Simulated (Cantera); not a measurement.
Cantera run:

```python
import numpy as np
import cantera as ct

gas_names = [...]  # 95 gases of nasa_gas.yaml made of C, F, H
cond_names = """
    C(gr) C6H6(L) C7H8(L) C8H18(L),n-octa
""".split()


# ... load() reads the species with a 1 bar reference pressure and builds the phases ...
atoms = {
    'C2F6': {'C': 2, 'F': 6},
    'CH4': {'C': 1, 'H': 4},
}
top_T = {'C(gr)': 4500}  # K; cautious upper limits of use, not melting points


# ... equilibrate(T, P, feed) seeds the gas with the atoms and calls Mixture.equilibrate('TP', solver="vcs", rtol=1e-11, max_steps=5000) ...
results = []
feed = {'C2F6': 1, 'CH4': 0.011}  # mol
P = 82  # Pa
for T in [1023, 1098, 1173, 1248, 1323, 1398, 1473, 1548, 1623, 1698, 1773]:
    mix = equilibrate(T, P, feed)
    results.append((T, P, feed, dict(zip(mix.species_names, mix.species_moles))))

top = {s: max(r[3][s] / sum(r[3][g] for g in gas_names) for r in results) for s in gas_names}
cols = sorted((s for s in top if top[s] > 0.0001), key=lambda s: -top[s])[:9]
seen = [c for c in cond_names if any(r[3].get(c, 0) > 1e-12 for r in results)]
print("log10 of partial pressures in bar; condensed amounts in mol")
print(f"{'T/K':>10s}" + "".join(f"{s[:9]:>10s}" for s in cols + seen))
for T, P, feed, n in results:
    ng = sum(n[g] for g in gas_names)
    print(f"{T:10.4g}" + "".join(f"{np.log10(max(n[s] / ng * P / 1e5, 1e-99)):10.3f}" for s in cols)
          + "".join(f"{n.get(c, 0):10.4g}" for c in seen))
```

It prints:

```
log10 of partial pressures in bar; condensed amounts in mol
       T/K       CF4       CF2        HF         F       CF3     C(gr)
      1023    -3.099   -10.484    -4.628   -11.614   -10.525     0.522
      1098    -3.099    -9.500    -4.628   -10.512    -9.729     0.522
      1173    -3.099    -8.642    -4.628    -9.551    -9.035     0.522
      1248    -3.099    -7.889    -4.628    -8.705    -8.426     0.522
      1323    -3.099    -7.223    -4.628    -7.954    -7.886    0.5219
      1398    -3.099    -6.629    -4.628    -7.284    -7.404    0.5218
      1473    -3.099    -6.097    -4.629    -6.682    -6.973    0.5213
      1548    -3.101    -5.618    -4.629    -6.138    -6.584      0.52
      1623    -3.104    -5.185    -4.631    -5.645    -6.234    0.5166
      1698    -3.112    -4.794    -4.635    -5.197    -5.918    0.5092
      1773    -3.129    -4.441    -4.645    -4.789    -5.637    0.4936
```

Cantera equilibrium calculation (NASA polynomials, part measured and part estimated; ideal gas, pure solids and liquids). The feed counts by its element totals alone. Gases not in the tables: C2F6 and larger saturated fluorocarbons.
